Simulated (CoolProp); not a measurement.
C2F6 (R116) at 298.15 K and 2.24 MPa flows at 8.9 m/s in a round tube of 25 mm bore and 45 µm roughness, fully developed (64/Re and Nu = 3.66 if laminar; Colebrook and Gnielinski if turbulent). Each further row changes one setting.

The numbers come from the reference Helmholtz-energy equation of state, Lemmon 2006 in CoolProp. It is a short technical equation, of lower accuracy than the large ones.

| case | Reynolds number | Darcy friction factor | pressure drop (Pa/m) | heat-transfer coefficient (W/(m² K)) | mass flow (kg/h) |
|---|---|---|---|---|---|
| as stated | 2490000 | 0.0229 | 6390 | 4810 | 2770 |
| velocity 17.8 m/s | 4970000 | 0.0228 | 25500 | 9610 | 5550 |
| diameter 50 mm | 4970000 | 0.0192 | 2680 | 4030 | 11100 |

Viscosity comes from a separate model (Huber 2003), an estimate that may be off by 10 % or more. Thermal conductivity comes from a separate model (Huber 2003), an estimate that may be off by 10 % or more.
